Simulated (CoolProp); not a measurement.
Properties of nitrogen along the isotherm -142.25 °C.

Computed with CoolProp (reference Helmholtz-energy equation of state, Span 2000).

| p (MPa) | phase | Joule-Thomson coefficient (K/MPa) | expansivity (1/kK) | viscosity (µPa s) | Prandtl number |
|---|---|---|---|---|---|
| 0.189 | gas | 9.863 | 8.037 | 8.96 | 0.773 |
| 0.377 | gas | 9.891 | 8.471 | 9.04 | 0.790 |
| 0.566 | gas | 9.916 | 8.951 | 9.12 | 0.808 |
| 0.755 | gas | 9.937 | 9.484 | 9.21 | … |
| 0.943 | gas | 9.954 | 10.08 | 9.30 | 0.848 |
| 1.13 | gas | 9.966 | 10.73 | … | … |
| 1.32 | gas | 9.972 | 11.49 | 9.51 | 0.895 |
| 1.51 | gas | 9.972 | 12.35 | 9.63 | 0.923 |
| 1.7 | gas | 9.964 | 13.35 | 9.75 | 0.954 |

Question: Fill in the missing entries.

Answer: 
- 0.755, Prandtl number: 0.828
- 1.13, viscosity (µPa s): 9.40
- 1.13, Prandtl number: 0.870

Viscosity comes from a separate model (Lemmon 2004). Thermal conductivity comes from a separate model (Lemmon 2004).
